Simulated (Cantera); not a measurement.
A closed system holds: 1 mol SiHCl3, 0.29 mol HCl, 150 mol H2, held at 7.50 Torr.

These are equilibrium values from Cantera (NASA tables, ideal gas, pure condensed phases), not measurements of a reactor. Candidate condensed phases: Si; 19 gas species. The tables' values for SiCl are old estimates; treat these amounts as uncertain. Gases not in the tables: Si2H6 and higher silanes. The numbers say what is thermodynamically allowed, not how fast it happens. All values below are at 1675 K.

Base state: H2 0.979, HCl 0.0189, SiCl2 0.00132, H 0.00115, Si 4.34e-5, Cl 1.73e-5, SiCl 1.59e-5, SiH2 1.10e-5 (mole fractions); condensed: Si(s).

What changes in the equilibrium state with this change: pressure from 7.50 Torr to 1.00 Torr?


```tsv
species	before	after
H2	0.979	0.976
HCl	0.0189	0.0188
H	0.00115	0.00314
Si	4.34e-5	0.000326
SiCl2	0.00132	0.00131
SiH	7.21e-6	1.97e-5
SiCl	1.59e-5	4.35e-5
Si(s), mol	0.787	0.738
```

What changes in the equilibrium state with this change: H2 from 150 to 32 mol?


```
species      before    after
----------  -------  -------
H2            0.979    0.919
HCl          0.0189   0.0637
SiCl2       0.00132   0.0159
SiCl3       2.30e-6  9.64e-5
Cl          1.73e-5  6.02e-5
SiCl        1.59e-5  5.53e-5
SiH2        1.10e-5  1.03e-5
Si(s), mol    0.787    0.447
```
The tables' values for SiCl3, SiCl are old estimates; treat these amounts as uncertain.
